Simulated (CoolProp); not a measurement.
Aqueous ethylene glycol as a coolant, at 20 °C, 1 atm.

Computed with CoolProp (Melinder's fits for secondary coolants).

| mass % | freezing point (°C) | Prandtl number | density (kg/m³) | viscosity (mPa s) | conductivity (W/(m K)) |
|---|---|---|---|---|---|
| 4.8 | -1.5 | 7.99 | 1004 | 1.12 | 0.577 |
| 9.5 | -3.2 | 9.18 | 1010 | 1.26 | 0.555 |
| 14.3 | -5.1 | 10.7 | 1016 | 1.43 | 0.533 |
| 19 | -7.4 | 12.4 | 1023 | 1.62 | 0.512 |
| 23.8 | -10.2 | 14.4 | 1029 | 1.84 | 0.491 |
| 28.5 | -13.4 | 16.6 | ? | 2.08 | 0.471 |
| 33.3 | -17.3 | 19.1 | 1043 | ? | 0.451 |
| 38.1 | -21.8 | 22.0 | 1049 | 2.68 | ? |
| 42.8 | -26.9 | 25.3 | 1056 | 3.04 | 0.415 |
| 47.6 | -32.8 | 29.3 | 1062 | 3.46 | 0.397 |

Task: Complete the blanks.

Result: 
- 28.5, density (kg/m³): 1036
- 33.3, viscosity (mPa s): 2.36
- 38.1, conductivity (W/(m K)): 0.433
